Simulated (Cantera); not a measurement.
An isothermal, constant-pressure homogeneous reactor starts with 12.9 % N₂O, 0.206 % H₂, 86.4 % N₂, 0.554 % H₂O, at 1375 K and 0.148 atm.

Detailed kinetics in Cantera: GRI-Mech 3.0 (53 species, 325 reactions). GRI-Mech 3.0 was tuned for natural gas; its chemistry of N2O as a main component is partial and can be far from experiment. The mechanism lacks the step 2 NO + O2 → 2 NO2, which can matter for NO2 below about 1400 K. The temperature is held fixed by assumption; the heat of reaction is taken as removed at once.

x: mole fraction; the columns are a selection and need not sum to one.

```tsv
t (s)	x N₂O	x H₂	x O	x NO	x OH	x H₂O₂	x H
9.00e-5	0.129	0.00206	6.72e-6	7.55e-7	1.90e-6	2.51e-12	4.60e-7
0.000419	0.129	0.00202	1.16e-5	9.54e-6	2.04e-5	6.49e-10	3.13e-6
0.00195	0.128	0.00142	1.34e-5	8.16e-5	6.48e-5	[?]	6.74e-6
0.00911	0.125	0.000175	1.66e-5	0.000356	5.21e-5	[?]	8.72e-7
0.0424	0.117	7.05e-7	1.68e-5	0.00142	4.42e-5	[?]	1.61e-7
0.198	0.0889	5.39e-7	1.61e-5	0.00553	4.66e-5	[?]	1.80e-7
0.921	0.0260	6.53e-7	1.36e-5	0.0141	4.34e-5	[?]	2.17e-7
4.29	0.000431	1.03e-7	1.66e-6	0.0168	1.52e-5	2.43e-10	1.20e-8
20.0	8.60e-8	2.51e-8	3.75e-7	0.0168	7.23e-6	5.92e-11	1.41e-9
```

Question: Some entries are withheld; supply them.

Answer: 
- 0.00195, x H₂O₂: 9.32e-9
- 0.00911, x H₂O₂: 7.00e-9
- 0.0424, x H₂O₂: 3.26e-9
- 0.198, x H₂O₂: 2.16e-9
- 0.921, x H₂O₂: 1.69e-9
